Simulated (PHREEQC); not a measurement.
A column of 1 m (40 cells, dispersivity 0.08 m, 60 s a shift, diffusion coefficient 3e-10 m²/s) holds 0.011 eq of the database's cation exchanger X per kg of pore water, first in equilibrium with 31 mmol/kgw KCl, 12 mmol/kgw KBr and 0.01 mmol/kgw HCl. It is flushed with 1.4 mmol/kgw KBr, 3.4 mmol/kgw MgCl2 and 0.01 mmol/kgw HCl, at 15 °C. Values are for the last cell. CO2 from the air is kept out. No solid was allowed to form.

The series has 34 steps of pore volumes, from 0 to 4.963.

The numbers come from PHREEQC with the ion-association model, phreeqc.dat.

Problem. After how many pore volumes does Mg at the outlet first reach half of its feed value?

Solution. By 2.6 pore volumes.
